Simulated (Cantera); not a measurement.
A perfectly stirred reactor is fed with CH₄ : C₂H₆ : C₃H₈ : O₂ : N₂ = 1 : 0.79 : 0.15 : 5.69 : 21.4 (molar parts), equivalence ratio 0.97, at 173 Torr; it is adiabatic with a 625 K inlet, and is followed from long to short residence time, starting on the burning branch (τ in s: 0.24, 0.099, 0.041, 0.017, 0.0071, 0.0029, 0.0012, 0.0005, 0.00021, 8.6e-05).

Model: GRI-Mech 3.0 (53 species, 325 reactions), integrated in Cantera.

Q: What does this change do: pressure from 173 Torr to 1350 Torr?

A: 
| quantity | before | after |
|---|---|---|
| blow-out, bracketed by the residence times tried | burning at 0.210 ms, out at 86.0 µs | burning at 86.0 µs, the shortest tried |
| x(CH₄) at τ = 0.240 s | 8.13e-7 | 2.08e-7 |
| x(C₂H₆) at τ = 0.240 s | 7.87e-8 | 1.46e-8 |
| x(C₃H₈) at τ = 0.240 s | 1.70e-8 | 3.62e-9 |
| x(O) at τ = 0.240 s | 0.00181 | 0.000710 |
| x(CH₂CO) at τ = 0.240 s | 6.25e-8 | 1.03e-8 |
| x(CH₄) at τ = 2.90 ms | 3.02e-5 | 9.72e-6 |
| x(C₂H₆) at τ = 2.90 ms | 5.70e-6 | 1.14e-6 |
| x(C₃H₈) at τ = 2.90 ms | 8.58e-7 | 2.32e-7 |
| x(O) at τ = 2.90 ms | 0.00642 | 0.00155 |
| x(CH₂CO) at τ = 2.90 ms | 3.48e-6 | 9.34e-7 |

Q: What does this change do: pressure from 173 Torr to 750 Torr?

A: 
```
quantity                                                                       before                                   after
------------------------------------------------  -----------------------------------  --------------------------------------
blow-out, bracketed by the residence times tried  burning at 0.210 ms, out at 86.0 µs  burning at 86.0 µs, the shortest tried
x(CH₄) at τ = 0.240 s                                                         8.13e-7                                 3.10e-7
x(C₂H₆) at τ = 0.240 s                                                        7.87e-8                                 2.34e-8
x(C₃H₈) at τ = 0.240 s                                                        1.70e-8                                 5.62e-9
x(O) at τ = 0.240 s                                                           0.00181                                0.000911
x(CH₂CO) at τ = 0.240 s                                                       6.25e-8                                 1.68e-8
x(CH₄) at τ = 2.90 ms                                                         3.02e-5                                 1.24e-5
x(C₂H₆) at τ = 2.90 ms                                                        5.70e-6                                 1.78e-6
x(C₃H₈) at τ = 2.90 ms                                                        8.58e-7                                 3.24e-7
x(O) at τ = 2.90 ms                                                           0.00642                                 0.00254
x(CH₂CO) at τ = 2.90 ms                                                       3.48e-6                                 1.48e-6
```

Q: What does this change do: C2H6 0.79 to 1.1 parts?

A: 
```
quantity                                                                       before                                after
------------------------------------------------  -----------------------------------  -----------------------------------
blow-out, bracketed by the residence times tried  burning at 0.210 ms, out at 86.0 µs  burning at 0.210 ms, out at 86.0 µs
x(CH₄) at τ = 0.240 s                                                         8.13e-7                              1.00e-6
x(C₂H₆) at τ = 0.240 s                                                        7.87e-8                              9.96e-8
x(C₃H₈) at τ = 0.240 s                                                        1.70e-8                              1.42e-8
x(O) at τ = 0.240 s                                                           0.00181                             0.000992
x(CH₂CO) at τ = 0.240 s                                                       6.25e-8                              4.39e-8
x(CH₄) at τ = 2.90 ms                                                         3.02e-5                              3.08e-5
x(C₂H₆) at τ = 2.90 ms                                                        5.70e-6                              7.14e-6
x(C₃H₈) at τ = 2.90 ms                                                        8.58e-7                              7.32e-7
x(O) at τ = 2.90 ms                                                           0.00642                              0.00393
x(CH₂CO) at τ = 2.90 ms                                                       3.48e-6                              2.66e-6
```
